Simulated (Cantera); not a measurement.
An adiabatic, constant-pressure homogeneous reactor starts with 4.14 % CH4, 20.2 % O2, 75.7 % N2, at 1225 K and 1.00 bar.

Detailed kinetics in Cantera: GRI-Mech 3.0 (53 species, 325 reactions).

Problem. Predict: time of steepest temperature rise; temperature at 5.00 s; equilibrium temperature; x(O2) at 5.00 s; x(H) at 5.00 s; x(O) at 5.00 s.

Solution. 
```
Quantity                                                               Value
---------------------------------  -----------------------------------------
time of steepest temperature rise                                    20.2 ms
temperature at 5.00 s                                                 2079 K
equilibrium temperature                                               2079 K
x(O2) at 5.00 s                          0.115 (gas-phase equilibrium 0.115)
x(H) at 5.00 s                       3.05e-5 (gas-phase equilibrium 3.05e-5)
x(O) at 5.00 s                     0.000408 (gas-phase equilibrium 0.000408)
```
